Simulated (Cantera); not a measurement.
Ignition delay

Mixture: CO : H2 : O2 : N2 = 1 : 0.074 : 0.384 : 1.44 (molar parts), at 2700 Torr, adiabatic and at constant volume. Ignition delay is the time to a rise of 400 K.

Computed with Cantera and GRI-Mech 3.0 (53 species, 325 reactions). The hydrogen kinetics of GRI-Mech 3.0 are dated; newer H2 mechanisms differ, most at raised pressure. Where the delays flatten at high temperature, the 400 K rule measures the pace of heat release, not the induction time.

```csv
T0 (K),delay (ms)
1100,0.146
1175,0.0512
1250,0.0287
1325,0.0196
1400,0.0150
1475,0.0122
1550,0.0105
1625,0.00937
```
